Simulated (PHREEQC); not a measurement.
Make-up at 37 °C: 0.0043 mol/kgw CuSO4, 0.0006 mol/kgw MgSO4, 0.00044 mol/kgw HCl and 3.2e-05 mol/kgw Na2SO4. Closed to the air; pH follows from the charge balance.

Computed with PHREEQC (ion-association model, wateq4f.dat).

```csv
quantity,before,after
pH,3.51,3.58
ionic strength (mol/kgw),0.0152,0.0272
SO4-2 (mol/kgw),0.00365,0.00662
Cu+2 (mol/kgw),0.00329,0.00301
CuSO4 (mol/kgw),0.00100,0.00129
Mg+2 (mol/kgw),0.000418,0.00372
SI of Chalcanthite (CuSO4:5H2O),-2.74,-2.63
SI of Tenorite (CuO),-2.85,-2.81
```

Problem. Which change was made?
(A) temperature from 37 to 70 °C
(B) MgSO4 from 0.0006 to 0.006 mol/kgw
(C) diluted 2-fold with water
(D) diluted 10-fold with water
(E) temperature from 37 to 60 °C

Solution. B, MgSO4 from 0.0006 to 0.006 mol/kgw

No solid was allowed to form. Away from 25 °C the constants follow the database's enthalpies or fits; those with neither stay at their 25 °C values.
